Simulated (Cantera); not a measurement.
A closed system holds: 1 mol CuF2, 0.3 mol O2, 70 mol H2, held at 1.00 Torr.

Method: chemical equilibrium by Gibbs-energy minimisation in Cantera with the NASA 1993 tables (ideal gas, pure condensed phases). Candidate condensed phases: Cu, CuF2, CuO, Cu(OH)2, Cu2O, H2O; 27 gas species. The numbers say what is thermodynamically allowed, not how fast it happens. All values below are at 1127 °C.

Base state: H2 0.962, HF 0.0281, H2O 0.00844, Cu 0.00101, H 0.000131 (mole fractions); condensed: Cu(l).

### Question
What changes in the equilibrium state with this change: O2 from 0.3 to 2.5 mol?

### Answer
| species | before | after |
|---|---|---|
| H2 | 0.962 | 0.900 |
| H2O | 0.00844 | 0.0703 |
| HF | 0.0281 | 0.0281 |
| H | 0.000131 | 0.000126 |
| Cu | 0.00101 | 0.00101 |
| Cu(l), mol | 0.928 | 0.928 |
